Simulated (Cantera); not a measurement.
Input: 1 mol CH3SiCl3, 0.022 mol C3H8, 2.8 mol H2, at 1675 K and 1.33 mbar.

These are equilibrium values from Cantera (NASA tables, ideal gas, pure condensed phases), not measurements of a reactor. Candidate condensed phases: C, C6H6, C7H8, C8H18, Si, SiC; 109 gas species. The feed counts by its element totals alone. The tables' values for SiCl3, SiCl are old estimates; treat these amounts as uncertain. Kinetics and transport are ignored.

Base state: H2 0.511, HCl 0.465, SiCl2 0.0205, H 0.00227, Cl 0.00161, SiCl3 0.000444, C2H2 (acetylene) 2.96e-5, SiCl4 2.00e-5 (mole fractions); condensed: C(graphite) + SiC(s).

What changes in the equilibrium state with this change: CH3SiCl3 replaced by SiCl4?


| species | before | after |
|---|---|---|
| HCl | 0.465 | 0.430 |
| H2 | 0.511 | 0.375 |
| SiCl2 | 0.0205 | 0.186 |
| C2H2 (acetylene) | 2.96e-5 | 3.59e-7 |
| SiCl4 | 2.00e-5 | 0.000212 |
| SiCl3 | 0.000444 | 0.00436 |
| C(graphite), mol | 0.190 | 0 |
| SiC(s), mol | 0.876 | 0.0660 |

What changes in the equilibrium state with this change: CH3SiCl3 replaced by Si(CH3)4?


```csv
species,before,after
H2,0.511,0.997
H,0.00227,0.00317
C2H2 (acetylene),2.96e-5,5.79e-5
HCl,0.465,0
SiCl2,0.0205,0
Cl,0.00161,0
SiCl3,0.000444,0
SiCl4,2.00e-5,0
SiCl,1.99e-5,0
"C(graphite), mol",0.190,3.06
"SiC(s), mol",0.876,1.000
```
